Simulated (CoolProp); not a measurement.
Model: reference Helmholtz-energy equation of state, Schmidt 1985, in CoolProp.

Problem. For oxygen, give the phase and the density (kg/m³), viscosity (µPa s), conductivity (mW/(m K)), fugacity coefficient at 160.3 K and 4080 kPa; 188.2 K and 4080 kPa; 244 K and 4080 kPa.

Solution. 
- 160.3 K and 4080 kPa: gas; density 141, viscosity 13.9, conductivity 21.3, fugacity coefficient 0.765
- 188.2 K and 4080 kPa: gas; density 99.2, viscosity 15.2, conductivity 21.0, fugacity coefficient 0.858
- 244 K and 4080 kPa: gas; density 68.4, viscosity 18.5, conductivity 24.4, fugacity coefficient 0.941

Viscosity comes from a separate model (Lemmon 2004). Thermal conductivity comes from a separate model (Lemmon 2004).
